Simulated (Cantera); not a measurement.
A freely propagating, adiabatic, planar premixed flame of H2 : O2 : N2 = 1 : 0.5 : 1.88 (molar parts), equivalence ratio 1.0, unburnt at 498 K and 100.0 Torr; mixture-averaged transport, grid criteria slope 0.08 and curve 0.16, no radiation.

Cantera simulation using the H2/O2 subset of GRI-Mech 3.0, which has no nitrogen chemistry; the numbers are that mechanism's predictions, not measurements. Burning velocities carry a grid error of a few per cent, more on coarse grids.

Task: Predict: laminar burning velocity; thermal thickness; peak x(O); peak x(H2O2); peak x(H); peak x(OH).

Result: 
```
Quantity                    Result
------------------------  --------
laminar burning velocity  430 cm/s
thermal thickness          6.12 mm
peak x(O)                   0.0147
peak x(H2O2)               3.97e-6
peak x(H)                   0.0844
peak x(OH)                  0.0177
```
